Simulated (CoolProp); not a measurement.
Vapour-liquid equilibrium of n-pentane (1) + acetone (2) at 432.6 K; x and y are mole fractions of (1).

Computed with CoolProp (multi-fluid Helmholtz-energy mixture model, Thol 2019 and Lemmon 2006; pair parameters Bell 2016).

**Question.** Give the bubble pressure and the first vapour's composition at x = 0.45, 0.75, 0.95. Is there an azeotrope?

**Answer.** x = 0.45: 20.55 bar, y = 0.516; x = 0.75: 21.09 bar, y = 0.729; x = 0.95: 19.49 bar, y = 0.930. y crosses x between x = 0.65 and 0.75: the model has an azeotrope there.

Pair parameters are fitted to limited data, so mixtures are less certain than the pure fluids.
